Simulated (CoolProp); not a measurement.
A simple Rankine cycle with n-perfluoropentane: condensing at 294.15 K, boiler at 1.48 MPa, turbine inlet 418.9 K, turbine efficiency 0.7, pump efficiency 0.8, no recuperator. Each further row changes one setting.

The numbers come from the reference Helmholtz-energy equation of state, Gao 2022 in CoolProp.

```csv
case,thermal efficiency (%),net work (kJ/kg),heat in (kJ/kg),turbine exit temperature (K),volume ratio over the turbine
as stated,10.6,[?],189,380.8,26.7
turbine inlet 438.9 K,10.3,21.8,211,403.0,24.2
condensing temperature 286.15 K,[?],22.4,197,378.0,36.8
boiler pressure 1.04 MPa,9.7,18.9,195,389.1,16.2
turbine efficiency 0.6,9.0,17.0,189,[?],26.9
```

Fill in the missing entries.


- as stated, net work (kJ/kg): 20.1
- condensing temperature 286.15 K, thermal efficiency (%): 11.4
- turbine efficiency 0.6, turbine exit temperature (K): 384.0
